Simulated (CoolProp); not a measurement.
The numbers come from the reference Helmholtz-energy equation of state, Span 2000 in CoolProp.

Problem. Give the vapour pressure (MPa), liquid density (kg/m³), vapour Z, surface tension (mN/m) of saturated nitrogen at -155.45 °C.

Solution. 
```
T (°C)   p (MPa)  liquid density (kg/m³)  vapour Z  surface tension (mN/m)
-------  -------  ----------------------  --------  ----------------------
-155.45     2.23                     551     0.607                    1.00
```

Surface tension comes from a separate correlation (Mulero 2012).
